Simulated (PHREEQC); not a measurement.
A column of 0.5 m (30 cells, dispersivity 0.04 m, 3600 s a shift, diffusion coefficient 3e-10 m²/s) holds 0.0016 eq of the database's cation exchanger X per kg of pore water, first in equilibrium with 0.0084 mol NaCl and 1e-05 mol HCl per kg of water. It is flushed with 0.00079 mol/kgw NH4Cl and 1e-05 mol/kgw HCl, at 15 °C. Values are for the last cell. No CO2 enters from the air. No solid was allowed to form.

Base run: PHREEQC, ion-association model, phreeqc.dat. Each further column changes one thing. The table gives NH4 in solution (mol/kgw).

| pore volumes | base | exchange capacity from 0.0016 to 0.0008 eq/kgw | dispersivity from 0.04 to 0.08 m |
|---|---|---|---|
| 0 | 0 | 0 | 0 |
| 1.017 | 7.50e-6 | 6.51e-5 | 3.67e-5 |
| 2.017 | 1.68e-5 | 0.000387 | 9.70e-5 |
| 3.017 | 0.000431 | 0.000749 | 0.000403 |
| 4.017 | 0.000754 | 0.000787 | 0.000683 |
| 5.017 | 0.000786 | 0.000790 | 0.000763 |
| 6.017 | 0.000790 | 0.000790 | 0.000783 |
